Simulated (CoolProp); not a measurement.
Properties of carbon monoxide at several states (Tc = -140.3 °C, pc = 3498 kPa, ω = 0.050).

Model: reference Helmholtz-energy equation of state, Lemmon 2006, in CoolProp. It is a short technical equation, of lower accuracy than the large ones.

| T (°C) | p (kPa) | phase | speed of sound (m/s) | expansivity (1/kK) | fugacity coefficient |
|---|---|---|---|---|---|
| 174.35 | 46.4 | gas | 430.1 | 2.235 | 1.000 |
| 77.25 | 6650 | supercritical | 398.2 | 3.119 | 1.006 |
| 85.95 | 112 | gas | 386.2 | 2.790 | 1.000 |
| 27.85 | 268 | gas | 353.9 | 3.348 | 0.9991 |
| 94.75 | 653 | gas | 392.0 | 2.744 | 1.001 |
